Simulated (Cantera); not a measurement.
Feed: 1 mol CaO, 0.064 mol H₂S, 2.1 mol O₂, held at 1873.15 K and 58000 Pa.

Cantera equilibrium calculation (NASA polynomials, part measured and part estimated; ideal gas, pure solids and liquids). Candidate condensed phases: Ca, CaO, Ca(OH)₂, CaS, CaSO₄, H₂O, H₂SO₄, S; 25 gas species. Equilibrium is a limit: real reactors are often held back by kinetics, nucleation or transport.

Problem. What is the equilibrium state?

Solution. 
```
Quantity                              Result
---------------------------------  ---------
x(O₂)                                  0.939
x(SO₂)                                0.0298
x(H₂O)                                0.0295
x(OH)                               0.000955
x(O)                                0.000301
x(SO₃)                              0.000181
x(H₂)                                4.15e-6
x(HO₂)                               2.40e-6
x(SO)                                1.76e-6
n(CaO(s))                          1.000 mol
gas amount                         2.133 mol
log10 activity of S(l) (absent)        -9.28
log10 activity of CaS(s) (absent)     -10.01
log10 activity of Ca(l) (absent)      -11.97
```
